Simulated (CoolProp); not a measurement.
R365MFC along the isotherm 495.6 K: density (kg/m³) from the reference equation and from simpler models built on Tc = 460.0 K, pc = 3.266 MPa, ω = 0.377; each cubic takes its own stable root.

The numbers come from the reference Helmholtz-energy equation of state, Lemmon 2016 in CoolProp.

| p (MPa) | phase | reference | ideal gas | van der Waals | Soave-Redlich-Kwong | Peng-Robinson |
|---|---|---|---|---|---|---|
| 2.51 | gas | 118.9 | 90.20 | 117.5 | 116.4 | 120.1 |
| 5.03 | supercritical | 395.3 | 180.8 | 443.8 | 373.9 | 398.2 |
| 7.54 | supercritical | 681.8 | 270.9 | 551.7 | 586.9 | 639.5 |
| 10.1 | supercritical | 768.7 | 362.9 | 601.4 | 681.8 | 748.9 |
| 12.6 | supercritical | 818.9 | 452.8 | 633.7 | 741.6 | 817.4 |
| 15.1 | supercritical | 855.3 | 542.6 | 658.3 | 786.4 | 868.5 |
| 17.6 | supercritical | 884.1 | 632.5 | 678.0 | 822.4 | 909.2 |
| 20.1 | supercritical | 907.9 | 722.3 | 694.6 | 852.4 | 943.2 |
| 22.6 | supercritical | 928.5 | 812.1 | 708.8 | 878.3 | 972.2 |
| 25.1 | supercritical | 946.5 | 902.0 | 721.3 | 900.9 | 997.6 |
| 27.6 | supercritical | 962.5 | 991.8 | 732.4 | 921.1 | 1020 |
| 30.2 | supercritical | 977.6 | 1085 | 742.7 | 939.9 | 1041 |
| 32.7 | supercritical | 990.9 | 1175 | 751.7 | 956.3 | 1059 |
